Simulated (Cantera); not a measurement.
A closed system holds: 1 mol Si, 0.53 mol CO2, 36 mol H2, equilibrated at 1848 K and 10.0 mbar.

Method: chemical equilibrium by Gibbs-energy minimisation in Cantera with the NASA 1993 tables (ideal gas, pure condensed phases). Candidate condensed phases: C, C6H6, C7H8, C8H18, H2O, Si, SiC, SiO2; 123 gas species. Gases not in the tables: Si2H6 and higher silanes. Kinetics and transport are ignored.

Base state: H2 0.966, SiO 0.0204, CO 0.00816, H 0.00521, Si 0.000371, SiH 3.63e-5, SiH2 2.38e-5 (mole fractions); condensed: SiC(s).

Task: What changes in the equilibrium state with this change: CO2 from 0.53 to 0.78 mol?

Result: 
| species | before | after |
|---|---|---|
| H2 | 0.966 | 0.953 |
| SiO | 0.0204 | 0.0235 |
| CO | 0.00816 | 0.0179 |
| SiH2 | 2.38e-5 | 1.70e-5 |
| SiH | 3.63e-5 | 2.61e-5 |
| Si | 0.000371 | 0.000268 |
| H | 0.00521 | 0.00518 |
| SiC(s), mol | 0.227 | 0.104 |
